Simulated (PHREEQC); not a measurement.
# Metal-bearing waste water

A solution holds 0.029 mol FeCl3, 0.1 mol CaCl2, 0.00035 mol NaHCO3 and 0.0013 mol NaCl per kg of water, at 20 °C. Closed to the air; pH follows from the charge balance.

Computed with PHREEQC (ion-association model, phreeqc.dat).

Precipitation was switched off in this run.

Question: Predict the pH, density.

Answer: pH 2.29; density 1.011 g/cm³.

Question: In which forms is Cl present?

Answer: Cl- 93 %, FeCl+2 4.2 %, FeCl2+ 2.7 % of the Cl.

The solution is supersaturated, for example in Hematite (slow to form), Goethite (slow to form), so a real one may precipitate; this is no full list.
